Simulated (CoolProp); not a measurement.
The numbers come from the reference Helmholtz-energy equation of state, Colonna 2008 in CoolProp. It is a short technical equation, of lower accuracy than the large ones.

Problem. For dodecamethylcyclohexasiloxane (D6), give the phase and the density (kg/m³), cp (kJ/(kg K)), cv (kJ/(kg K)), speed of sound (m/s) at 620 K and 1.48 bar; 620 K and 4.44 bar.

Solution. 
- 620 K and 1.48 bar: gas; density 13.8, cp 1.97, cv 1.94, speed of sound 100.0
- 620 K and 4.44 bar: gas; density 51.1, cp 2.02, cv 1.95, speed of sound 80.3
